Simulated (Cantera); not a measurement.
Input: 1 mol CH3SiCl3, 3.8 mol H2, equilibrated at 1330 Pa.

Equilibrium computed with Cantera from the NASA thermochemical tables; the gas is ideal and each condensed phase is pure. Candidate condensed phases: C, C6H6, C7H8, C8H18, Si, SiC; 109 gas species. The feed counts by its element totals alone. Gases not in the tables: Si2H6 and higher silanes. Kinetics and transport are ignored.

Question: What share of the Si ends up in condensed phases as a function of T (K), at 1475, 1625, 1775, 1925, 2075, 2225, 2375?

Answer: 
| T (K) | Si condensed (%) | as |
|---|---|---|
| 1475 | 94.2 | SiC(s) |
| 1625 | 91.1 | SiC(s) |
| 1775 | 86.6 | SiC(s) |
| 1925 | 81.2 | SiC(s) |
| 2075 | 75.1 | SiC(s) |
| 2225 | 66.1 | SiC(s) |
| 2375 | 38.5 | SiC(s) |
